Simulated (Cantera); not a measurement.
Input: 1 mol MgCO3, 1.6 mol C, 1.4 mol H2, equilibrated at 10.0 mbar.

Cantera equilibrium calculation (NASA polynomials, part measured and part estimated; ideal gas, pure solids and liquids). Candidate condensed phases: C, C6H6, C7H8, C8H18, H2O, Mg, MgCO3, MgO, Mg(OH)2; 116 gas species. The numbers say what is thermodynamically allowed, not how fast it happens. All values below are at 725 K.

Base state: H2 0.443, CO2 0.286, CO 0.141, H2O 0.120, CH4 0.0101 (mole fractions); condensed: C(graphite) + MgO(s).

Q: What changes in the equilibrium state with this change: H2 from 1.4 to 0.26 mol?

A: 
```csv
species,before,after
CO2,0.286,0.605
CO,0.141,0.205
H2,0.443,0.136
H2O,0.120,0.0534
CH4,0.0101,0.000945
"C(graphite), mol",1.55,1.50
"MgO(s), mol",1.00,1.00
```
